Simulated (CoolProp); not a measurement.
A closed Brayton cycle with nitrogen: compressor inlet 312.15 K and 2.9 MPa, high pressure 9.06 MPa, turbine inlet 845 K, compressor efficiency 0.8, turbine efficiency 0.9, recuperator effectiveness 0.95 (on enthalpy, no pinch check). Each further row changes one setting.

The numbers come from the reference Helmholtz-energy equation of state, Span 2000 in CoolProp.

```json
[
 {"case": "as stated", "thermal efficiency (%)": "28.4", "net work (kJ/kg)": "67.9", "compressor to turbine work": "0.70", "compressor exit (K)": "463.1", "turbine exit (K)": "644.6"},
 {"case": "turbine inlet 795 K", "thermal efficiency (%)": "24.3", "net work (kJ/kg)": "54.3", "compressor to turbine work": "0.75", "compressor exit (K)": "463.1", "turbine exit (K)": "604.8"},
 {"case": "compressor inlet 322.15 K", "thermal efficiency (%)": "26.3", "net work (kJ/kg)": "62.6", "compressor to turbine work": "0.72", "compressor exit (K)": "477.7", "turbine exit (K)": "644.6"},
 {"case": "high pressure 7.7 MPa", "thermal efficiency (%)": "30.8", "net work (kJ/kg)": "65.7", "compressor to turbine work": "0.67", "compressor exit (K)": "438.4", "turbine exit (K)": "670.1"},
 {"case": "recuperator effectiveness 0.5", "thermal efficiency (%)": "20.8", "net work (kJ/kg)": "67.9", "compressor to turbine work": "0.70", "compressor exit (K)": "463.1", "turbine exit (K)": "644.6"}
]
```
